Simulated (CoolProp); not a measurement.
Vapour pressure (MPa) of octamethyltrisiloxane (MDM): the reference equation beside estimates from Tc = 292.2 °C, pc = 1.438 MPa, ω = 0.528. Clausius-Clapeyron is anchored at 64.55 °C with a constant enthalpy of vaporisation of 44.67 kJ/mol.

Computed with CoolProp (reference Helmholtz-energy equation of state, Thol 2017).

```json
[
 {"T (°C)": "49.85", "reference": "0.002169", "Lee-Kesler": "0.002223", "Clausius-Clapeyron": "0.002203", "van der Waals": "0.09356", "Redlich-Kwong": "0.01726", "Soave-Redlich-Kwong": "0.002233", "Peng-Robinson": "0.002412"},
 {"T (°C)": "57.15", "reference": "0.003165", "Lee-Kesler": "0.003220", "Clausius-Clapeyron": "0.003182", "van der Waals": "0.1069", "Redlich-Kwong": "0.02213", "Soave-Redlich-Kwong": "0.003232", "Peng-Robinson": "0.003458"},
 {"T (°C)": "64.55", "reference": "0.004544", "Lee-Kesler": "0.004594", "Clausius-Clapeyron": "0.004544", "van der Waals": "0.1217", "Redlich-Kwong": "0.02808", "Soave-Redlich-Kwong": "0.004607", "Peng-Robinson": "0.004886"},
 {"T (°C)": "71.85", "reference": "0.006367", "Lee-Kesler": "0.006404", "Clausius-Clapeyron": "0.006363", "van der Waals": "0.1376", "Redlich-Kwong": "0.03508", "Soave-Redlich-Kwong": "0.006417", "Peng-Robinson": "0.006752"},
 {"T (°C)": "79.25", "reference": "0.008797", "Lee-Kesler": "0.008814", "Clausius-Clapeyron": "0.008825", "van der Waals": "0.1551", "Redlich-Kwong": "0.04345", "Soave-Redlich-Kwong": "0.008824", "Peng-Robinson": "0.009217"},
 {"T (°C)": "86.55", "reference": "0.01190", "Lee-Kesler": "0.01189", "Clausius-Clapeyron": "0.01202", "van der Waals": "0.1738", "Redlich-Kwong": "0.05310", "Soave-Redlich-Kwong": "0.01189", "Peng-Robinson": "0.01234"},
 {"T (°C)": "93.95", "reference": "0.01591", "Lee-Kesler": "0.01585", "Clausius-Clapeyron": "0.01625", "van der Waals": "0.1942", "Redlich-Kwong": "0.06444", "Soave-Redlich-Kwong": "0.01585", "Peng-Robinson": "0.01635"},
 {"T (°C)": "101.35", "reference": "0.02096", "Lee-Kesler": "0.02084", "Clausius-Clapeyron": "0.02170", "van der Waals": "0.2161", "Redlich-Kwong": "0.07748", "Soave-Redlich-Kwong": "0.02084", "Peng-Robinson": "0.02137"},
 {"T (°C)": "108.65", "reference": "0.02714", "Lee-Kesler": "0.02695", "Clausius-Clapeyron": "0.02855", "van der Waals": "0.2393", "Redlich-Kwong": "0.09215", "Soave-Redlich-Kwong": "0.02694", "Peng-Robinson": "0.02749"},
 {"T (°C)": "116.05", "reference": "0.03482", "Lee-Kesler": "0.03454", "Clausius-Clapeyron": "0.03730", "van der Waals": "0.2645", "Redlich-Kwong": "0.1090", "Soave-Redlich-Kwong": "0.03453", "Peng-Robinson": "0.03508"},
 {"T (°C)": "123.35", "reference": "0.04401", "Lee-Kesler": "0.04363", "Clausius-Clapeyron": "0.04810", "van der Waals": "0.2910", "Redlich-Kwong": "0.1277", "Soave-Redlich-Kwong": "0.04362", "Peng-Robinson": "0.04413"},
 {"T (°C)": "130.75", "reference": "0.05519", "Lee-Kesler": "0.05468", "Clausius-Clapeyron": "0.06165", "van der Waals": "0.3195", "Redlich-Kwong": "0.1489", "Soave-Redlich-Kwong": "0.05470", "Peng-Robinson": "0.05514"},
 {"T (°C)": "138.15", "reference": "0.06850", "Lee-Kesler": "0.06785", "Clausius-Clapeyron": "0.07832", "van der Waals": "0.3498", "Redlich-Kwong": "0.1726", "Soave-Redlich-Kwong": "0.06791", "Peng-Robinson": "0.06824"}
]
```

Absolute difference from the reference over all 13 rows, mean and median: Lee-Kesler 0.9 and 0.8 %, Clausius-Clapeyron 4.4 and 2.1 %, van der Waals 1546.0 and 1120.6 %, Redlich-Kwong 349.5 and 305.0 %, Soave-Redlich-Kwong 1.0 and 0.8 %, Peng-Robinson 3.8 and 2.8 %.
